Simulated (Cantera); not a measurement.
A Cantera script and its output.

```python
import numpy as np
import cantera as ct

gas = ct.Solution("gri30.yaml")


def delay(T, t_max=10):
    gas.TPX = T, 500000, {'CH3OH': 1, 'O2': 3.33, 'N2': 12.5, 'H2O': 1.6}
    reactor = ct.IdealGasConstPressureReactor(gas, clone=False)
    net = ct.ReactorNet([reactor])
    net.rtol, net.atol = 1e-8, 1e-16
    while net.time < t_max:
        t_old, T_old = net.time, reactor.T
        net.step()
        if reactor.T > T + 400:  # ignition: a rise of 400 K
            return t_old + (T + 400 - T_old) / (reactor.T - T_old) * (net.time - t_old)
    return np.nan


taus = []
for T in [1250, 1300, 1350, 1400, 1450, 1500, 1550, 1600]:
    taus.append(delay(T))
    print(f"T0 = {T:6g} K   tau = {taus[-1]:.4e} s")
```

Result:

```
T0 =   1250 K   tau = 1.1327e-03 s
T0 =   1300 K   tau = 5.4771e-04 s
T0 =   1350 K   tau = 2.8401e-04 s
T0 =   1400 K   tau = 1.5704e-04 s
T0 =   1450 K   tau = 9.2052e-05 s
T0 =   1500 K   tau = 5.6836e-05 s
T0 =   1550 K   tau = 3.6741e-05 s
T0 =   1600 K   tau = 2.4762e-05 s
```

Cantera simulation using GRI-Mech 3.0 (53 species, 325 reactions); the numbers are that mechanism's predictions, not measurements. GRI-Mech 3.0 was tuned for natural gas; its chemistry of methanol as a main component is partial and can be far from experiment.
